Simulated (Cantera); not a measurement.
An isothermal, constant-pressure homogeneous reactor starts with C3H8 : H2 = 1 : 2.3 (molar parts), at 1023 K and 0.000720 bar. Integrator tolerance rtol = 1e-08.

Computed with Cantera and GRI-Mech 3.0 (53 species, 325 reactions). GRI-Mech 3.0 was tuned for natural gas; its chemistry of propane as a main component is partial and can be far from experiment. GRI-Mech 3.0 stops at C3 and has no aromatics, soot or wall deposition, so with more carbon than oxygen in the feed, carbon stays in small species such as C2H2 where larger ones or solid carbon would form. Radical loss at walls, strong at low pressure, is not modelled.

Question: What does this change do: pressure from 0.000720 bar to 0.0230 bar?

Answer: 
| quantity | before | after |
|---|---|---|
| x(C3H8) at 2.00 s | 0.232 (gas-phase equilibrium 4.76e-9) | 0.0756 (gas-phase equilibrium 9.35e-7) |
| x(H2) at 2.00 s | 0.660 (gas-phase equilibrium 0.596) | 0.577 (gas-phase equilibrium 0.241) |
| x(C2H4) at 2.00 s | 0.0542 (gas-phase equilibrium 0.0218) | 0.173 (gas-phase equilibrium 0.0422) |
| x(C2H2) at 2.00 s | 5.58e-5 (gas-phase equilibrium 0.165) | 0.000742 (gas-phase equilibrium 0.0246) |
| x(C2H) at 2.00 s | <1e-12 (gas-phase equilibrium <1e-12) | <1e-12 (gas-phase equilibrium <1e-12) |

Question: What does this change do: pressure from 0.000720 bar to 0.0950 bar?

Answer: 
```tsv
quantity	before	after
x(C3H8) at 2.00 s	0.232 (gas-phase equilibrium 4.76e-9)	0.0348 (gas-phase equilibrium 3.10e-6)
x(H2) at 2.00 s	0.660 (gas-phase equilibrium 0.596)	0.552 (gas-phase equilibrium 0.165)
x(C2H4) at 2.00 s	0.0542 (gas-phase equilibrium 0.0218)	0.199 (gas-phase equilibrium 0.0293)
x(C2H2) at 2.00 s	5.58e-5 (gas-phase equilibrium 0.165)	0.00102 (gas-phase equilibrium 0.00606)
x(C2H) at 2.00 s	<1e-12 (gas-phase equilibrium <1e-12)	<1e-12 (gas-phase equilibrium <1e-12)
```
